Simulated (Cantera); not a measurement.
Low-pressure radical oxidation in H2/O2

An isothermal, constant-pressure homogeneous reactor starts with 10.9 % H2, 57.5 % O2, 31.6 % N2, equivalence ratio 0.095, at 1450 K and 20.0 Torr.

Computed with Cantera and GRI-Mech 3.0 (53 species, 325 reactions). Radical loss at walls, strong at low pressure, is not modelled. The temperature is held fixed by assumption; the heat of reaction is taken as removed at once.

| t (s) | x H2 | x O2 | x NO | x H | x OH | x N2O | x HO2 |
|---|---|---|---|---|---|---|---|
| 3.00e-5 | 0.109 | 0.575 | <1e-12 | 1.60e-7 | 9.63e-8 | <1e-12 | 1.71e-7 |
| 8.22e-5 | 0.109 | 0.575 | <1e-12 | 1.43e-6 | 1.08e-6 | <1e-12 | 4.70e-7 |
| 0.000225 | 0.108 | 0.574 | <1e-12 | 0.000331 | 0.000257 | 3.03e-12 | 1.64e-6 |
| 0.000616 | 0.00496 | 0.499 | 1.28e-7 | 0.0263 | 0.0118 | 3.29e-9 | 4.65e-6 |
| 0.00169 | 0.00443 | 0.502 | 6.78e-7 | 0.0233 | 0.0113 | 6.04e-9 | 4.64e-6 |
| 0.00462 | 0.00374 | 0.511 | 1.77e-6 | 0.0172 | 0.0104 | 6.77e-9 | 4.63e-6 |
| 0.0127 | 0.00232 | 0.527 | 3.09e-6 | 0.00776 | 0.00833 | 8.70e-9 | 4.28e-6 |
| 0.0346 | 0.000754 | 0.542 | 3.68e-6 | 0.00135 | 0.00482 | 1.36e-8 | 2.85e-6 |
| 0.0949 | 0.000135 | 0.548 | 3.77e-6 | 0.000100 | 0.00205 | 2.10e-8 | 1.00e-6 |
| 0.260 | 2.25e-5 | 0.550 | 3.79e-6 | 6.79e-6 | 0.000839 | 2.58e-8 | 2.56e-7 |
| 0.711 | 4.69e-6 | 0.550 | 3.80e-6 | 6.47e-7 | 0.000384 | 2.40e-8 | 1.07e-7 |
| 1.95 | 1.42e-6 | 0.550 | 3.80e-6 | 1.08e-7 | 0.000211 | 1.52e-8 | 1.07e-7 |
| 5.33 | 9.22e-7 | 0.550 | 3.81e-6 | 5.68e-8 | 0.000170 | 7.35e-9 | 1.19e-7 |
| 14.6 | 9.09e-7 | 0.550 | 3.81e-6 | 5.56e-8 | 0.000169 | 6.51e-9 | 1.20e-7 |
| 40.0 | 9.09e-7 | 0.550 | 3.84e-6 | 5.56e-8 | 0.000169 | 6.51e-9 | 1.20e-7 |
x: mole fraction; the columns are a selection and need not sum to one.

Equilibrium at this temperature and pressure: H2 9.09e-7, O2 0.550, NO 0.00101, H 5.56e-8, OH 0.000169, N2O 6.66e-9, HO2 1.20e-7 (gas phase only).
